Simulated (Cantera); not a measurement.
Feed: 1 mol Si, 0.46 mol H₂O, 1.7 mol O₂, at 850 K and 7.30 bar.

Method: chemical equilibrium by Gibbs-energy minimisation in Cantera with the NASA 1993 tables (ideal gas, pure condensed phases). Candidate condensed phases: H₂O, Si, SiO₂; 18 gas species. The numbers say what is thermodynamically allowed, not how fast it happens.

Base state: O₂ 0.603, H₂O 0.397 (mole fractions); condensed: SiO₂(β-quartz).

Question: What changes in the equilibrium state with this change: O₂ from 1.7 to 0.066 mol?

Answer: 
```json
[
 {"species": "H₂", "before": "<1e-9", "after": "1.000"},
 {"species": "O₂", "before": "0.603", "after": "<1e-9"},
 {"species": "H₂O", "before": "0.397", "after": "<1e-9"},
 {"species": "SiO₂(β-quartz), mol", "before": "1.00", "after": "0.296"},
 {"species": "Si(s), mol", "before": "0", "after": "0.704"}
]
```
